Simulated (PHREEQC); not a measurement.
Alkaline etch or developer: speciation

Dissolve 0.0029 mol NaOH and 3.8e-06 mol CO2 per kg of water at 25 °C. Closed to the air; pH follows from the charge balance.

All values are PHREEQC results (ion-association model, phreeqc.dat), not measurements.

Precipitation was switched off in this run.

Predict the pH, specific conductance.

pH 11.43; specific conductance 689 µS/cm.

In which forms is C present?

CO3-2 90 %, HCO3- 6.0 %, NaCO3- 3.9 % of the C.

Species that the database lacks are ignored.
